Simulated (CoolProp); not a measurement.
Properties of sulfur dioxide along the isobar 29.8 MPa.

The numbers come from the reference Helmholtz-energy equation of state, Gao 2016 in CoolProp.

| T (K) | phase | density (kg/m³) | Joule-Thomson coefficient (K/MPa) | fugacity coefficient |
|---|---|---|---|---|
| 280 | liquid | 1464 | -0.2873 | 0.01154 |
| 297.3 | liquid | 1423 | -0.2696 | 0.02067 |
| 314.5 | liquid | 1382 | -0.2464 | 0.03403 |
| 331.8 | liquid | 1340 | -0.2162 | 0.05252 |
| 349.1 | liquid | 1297 | -0.1777 | 0.07656 |
| 366.4 | liquid | 1252 | -0.1288 | 0.1064 |
| 383.6 | liquid | 1205 | -0.06728 | 0.1415 |
| 400.9 | liquid | 1155 | 0.01101 | 0.1821 |
| 418.2 | liquid | 1103 | 0.1101 | 0.2271 |
| 435.5 | supercritical | 1048 | 0.2354 | 0.2756 |
| 452.7 | supercritical | 989.9 | 0.3917 | 0.3263 |
| 470 | supercritical | 928.2 | 0.5867 | 0.3786 |
| 487.3 | supercritical | 863.8 | 0.8220 | 0.4309 |
| 504.5 | supercritical | 798.3 | 1.090 | 0.4818 |
| 521.8 | supercritical | 733.2 | 1.373 | 0.5310 |
